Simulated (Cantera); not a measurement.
Cantera run, input and output.

```python
import numpy as np
import cantera as ct

surf = ct.Interface("ptcombust.yaml", "Pt_surf")
gas = surf.adjacent["gas"]
gas.TPX = 1000, 500000, {'CO': 0.013, 'O2': 0.16, 'N2': 0.79}
surf.TP = 1000, 500000
reactor = ct.FlowReactor(gas, clone=False)
reactor.area = 0.0001  # m2
reactor.surface_area_to_volume_ratio = 280  # 1/m
reactor.mass_flow_rate = 0.54 * reactor.area * gas.density  # inlet velocity 0.54 m/s
reactor.energy_enabled = False
wall = ct.ReactorSurface(surf, reactor, clone=False)
net = ct.ReactorNet([reactor])
net.rtol, net.atol = 1e-8, 1e-16
show, cover = ['CO', 'O2', 'H2O', 'CO2'], ['PT(S)', 'H(S)', 'O(S)', 'OH(S)', 'CO(S)', 'C(S)']

rows = []
print(f"{'z/m':>9s}{'u/(m/s)':>9s}" + "".join(f"{s:>13s}" for s in show + cover))
for z in [0.00051, 0.00098, 0.0019, 0.0037, 0.0071, 0.014, 0.026, 0.051]:
    net.advance(z)
    rows.append([reactor.speed, *gas[show].X, *surf[cover].coverages])
    print(f"{z:9.4g}{rows[-1][0]:9.3g}" + "".join(f"{x:13.4e}" for x in rows[-1][1:]))
```

It prints:

```
      z/m  u/(m/s)           CO           O2          H2O          CO2        PT(S)         H(S)         O(S)        OH(S)        CO(S)         C(S)
  0.00051    0.537   1.7234e-03   1.6120e-01   4.7899e-26   1.1856e-02   1.1565e-01   5.2618e-25   8.8374e-01   6.1397e-21   6.0393e-04   9.9746e-15
  0.00098    0.537   5.9863e-04   1.6073e-01   1.0757e-26   1.2989e-02   1.1014e-01   1.5498e-25   8.8967e-01   1.9916e-21   1.8911e-04   2.9548e-15
   0.0019    0.536   8.5973e-05   1.6052e-01   2.4490e-28   1.3505e-02   1.0793e-01   2.0804e-24   8.9204e-01   1.9497e-20   2.6017e-05   3.9729e-16
   0.0037    0.536   2.0676e-06   1.6048e-01   3.6647e-32   1.3589e-02   1.0759e-01  -2.9077e-25   8.9241e-01  -3.2004e-21   6.2144e-07   9.4552e-18
   0.0071    0.536   1.8307e-09   1.6048e-01  -4.5873e-33   1.3591e-02   1.0758e-01  -3.2925e-25   8.9242e-01  -4.3901e-21   5.5015e-10   8.3697e-21
    0.014    0.536   1.2946e-15   1.6048e-01   1.5944e-33   1.3591e-02   1.0758e-01  -2.1131e-25   8.9242e-01  -2.8176e-21   3.8905e-16   5.9195e-27
    0.026    0.536  -7.4888e-17   1.6048e-01   6.5014e-34   1.3591e-02   1.0758e-01  -3.4595e-26   8.9242e-01  -4.6127e-22  -1.0617e-26   6.5296e-31
    0.051    0.536  -7.4592e-17   1.6048e-01  -3.1631e-35   1.3591e-02   1.0758e-01   2.4649e-25   8.9242e-01   3.2866e-21  -6.7983e-26   5.2010e-31
```

Detailed kinetics in Cantera: Deutschmann's 1995 Pt surface mechanism with GRI-Mech 3.0 gas chemistry. Catalytic surfaces can have several steady states; this one follows from the mechanism file's or the stated starting coverage. Mass transfer to the wall is taken as infinitely fast.
